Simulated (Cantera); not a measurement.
A closed system holds: 1 mol Si, a varied amount of O2, 110 mol N2, equilibrated at 1925 K and 6680 Torr.

Method: chemical equilibrium by Gibbs-energy minimisation in Cantera with the NASA 1993 tables (ideal gas, pure condensed phases). Candidate condensed phases: Si, SiO2, Si2N2O, Si3N4; 16 gas species. Mutual solubility and eutectic melting of coexisting phases are not modelled. The tables hold silica as quartz up to 1696 K and as liquid above; real silica turns to tridymite and cristobalite and melts near 1996 K. Kinetics and transport are ignored.

x: gas mole fraction; n: condensed amount in mol.

```csv
n(O2) (mol),x N2,x O2,x NO,x SiO,x O,x NO2,x N2O,n Si3N4(s),n Si2N2O(s),n SiO2(condensed)
0.0015,1.000,<1e-12,4.77e-12,2.74e-5,<1e-12,<1e-12,<1e-12,0.332,0,0
0.0041,1.000,<1e-12,7.57e-12,4.35e-5,<1e-12,<1e-12,<1e-12,0.329,0.00344,0
0.011,1.000,<1e-12,7.57e-12,4.35e-5,<1e-12,<1e-12,<1e-12,0.320,0.0172,0
0.031,1.000,<1e-12,7.57e-12,4.35e-5,<1e-12,<1e-12,<1e-12,[?],0.0572,0
0.087,1.000,<1e-12,7.57e-12,4.35e-5,<1e-12,<1e-12,<1e-12,[?],0.169,0
0.24,1.000,<1e-12,7.57e-12,4.35e-5,<1e-12,<1e-12,<1e-12,[?],0.475,0
0.67,0.999,<1e-12,2.47e-9,0.000788,2.01e-11,<1e-12,<1e-12,0,0.191,0.531
1.9,0.991,0.00746,0.00131,1.49e-9,1.06e-5,1.45e-6,2.48e-7,0,0,1.000
```

Some entries are withheld; supply them.


- 0.031, n Si3N4(s): 0.294
- 0.087, n Si3N4(s): 0.219
- 0.24, n Si3N4(s): 0.0149
